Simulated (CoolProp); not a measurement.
Octamethyltrisiloxane (MDM) at several states: density (kg/m³) from the reference equation and from simpler models built on Tc = 565.4 K, pc = 1438 kPa, ω = 0.528; each cubic takes its own stable root.

Values from CoolProp's reference Helmholtz-energy equation of state, Thol 2017.

| T (K) | p (kPa) | phase | reference | van der Waals | Redlich-Kwong | Soave-Redlich-Kwong | Peng-Robinson |
|---|---|---|---|---|---|---|---|
| 307 | 50.1 | liquid | 806.4 | 4.855 | 684.8 | 723.4 | 813.3 |
| 506.8 | 4780 | liquid | 599.3 | 402.6 | 533.4 | 555.4 | 623.8 |
| 521.5 | 2260 | liquid | 551.0 | 355.8 | 465.1 | 492.4 | 554.4 |
| 374.7 | 414 | liquid | 736.1 | 428.0 | 624.2 | 671.3 | 757.5 |
| 518.6 | 799 | liquid | 529.8 | 59.54 | 64.27 | 456.2 | 516.5 |
| 554.3 | 394 | gas | 22.67 | 22.28 | 22.62 | 22.68 | 22.95 |

At some of these states van der Waals, Redlich-Kwong gives the other phase, because its saturation line lies elsewhere.
